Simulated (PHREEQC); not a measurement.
Dissolve 37 mmol/kgw NH3, 0.12 mmol/kgw CO2 and 6.4 mmol/kgw K3PO4 at 10 °C. Closed to the air; pH follows from the charge balance.

The numbers come from PHREEQC with the ion-association model, phreeqc.dat.

Precipitation was switched off in this run.

Problem. Predict the pH, specific conductance.

Solution. pH 12.01; specific conductance 1790 µS/cm.

Problem. In which forms is C present?

Solution. CO3-2 98 %, HCO3- 1.8 % of the C.

Species that the database lacks are ignored. At this temperature some constants are extrapolated from 25 °C, and those without enthalpy data are left unchanged.
